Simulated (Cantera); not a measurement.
A perfectly stirred reactor is fed with CH₄ : O₂ : N₂ = 1 : 1.54 : 5.78 (molar parts), equivalence ratio 1.3, at 4.10 bar; it is adiabatic with a 450 K inlet, and is followed from long to short residence time, starting on the burning branch (τ in s: 0.024, 0.0094, 0.0037, 0.0015, 0.00057, 0.00022, 8.8e-05, 3.5e-05, 1.4e-05).

Model: GRI-Mech 3.0 (53 species, 325 reactions), integrated in Cantera.

Problem. Predict: blow-out, bracketed by the residence times tried; x(CH₄) at τ = 24.0 ms; x(O₂) at τ = 24.0 ms; x(NO) at τ = 24.0 ms; x(C₂H₄) at τ = 24.0 ms; x(HO₂) at τ = 24.0 ms; x(CH₄) at τ = 0.570 ms; x(O₂) at τ = 0.570 ms; x(NO) at τ = 0.570 ms; x(C₂H₄) at τ = 0.570 ms; x(HO₂) at τ = 0.570 ms.

Solution. 
```json
{
  "blow_out_bracketed_by_the_residence_times_tried": "burning at 0.220 ms, out at 88.0 µs",
  "x(CH₄) at τ = 24.0 ms": "0.000132",
  "x(O₂) at τ = 24.0 ms": "0.000144",
  "x(NO) at τ = 24.0 ms": "0.000181",
  "x(C₂H₄) at τ = 24.0 ms": "1.75e-7",
  "x(HO₂) at τ = 24.0 ms": "5.11e-8",
  "x(CH₄) at τ = 0.570 ms": "0.00103",
  "x(O₂) at τ = 0.570 ms": "0.00269",
  "x(NO) at τ = 0.570 ms": "0.000196",
  "x(C₂H₄) at τ = 0.570 ms": "1.74e-5",
  "x(HO₂) at τ = 0.570 ms": "1.69e-6"
}
```
